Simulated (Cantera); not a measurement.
Input: 1 mol V2O5, 0.77 mol H2, held at 1552 °C and 0.00133 bar.

Equilibrium computed with Cantera from the NASA thermochemical tables; the gas is ideal and each condensed phase is pure. Candidate condensed phases: H2O, V, VO, V2O3, V2O4, V2O5; 12 gas species. Condensed phases not in the tables: the oxides between V2O3 and V2O5 other than VO2. Kinetics and transport are ignored.

Base state: H2O 0.821, O2 0.123, VO2 0.0391, OH 0.0105, H2 0.00434, O 0.00148, H 0.000795 (mole fractions); condensed: V2O4(l).

Q: What changes in the equilibrium state with this change: temperature from 1552 °C to 1927 °C?

A: 
| species | before | after |
|---|---|---|
| VO2 | 0.0391 | 0.659 |
| H2O | 0.821 | 0.199 |
| O2 | 0.123 | 0.0453 |
| H | 0.000795 | 0.0264 |
| O | 0.00148 | 0.0158 |
| H2 | 0.00434 | 0.0292 |
| OH | 0.0105 | 0.0251 |
| VO | 4.83e-7 | 0.000745 |
| V2O4(l), mol | 0.982 | 0 |
